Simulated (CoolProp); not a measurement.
Properties of n-perfluoropentane at several states (Tc = 421.0 K, pc = 2.063 MPa, ω = 0.436).

Computed with CoolProp (reference Helmholtz-energy equation of state, Gao 2022).

| T (K) | p (MPa) | phase | density (kg/m³) | Joule-Thomson coefficient (K/MPa) |
|---|---|---|---|---|
| 488.9 | 0.0783 | gas | 5.590 | 5.037 |
| 394.2 | 0.0114 | gas | 1.004 | 8.907 |
| 316.4 | 0.742 | liquid | 1547 | -0.1650 |
| 488.9 | 0.065 | gas | 4.634 | 5.029 |
| 284.8 | 0.77 | liquid | 1651 | -0.2740 |
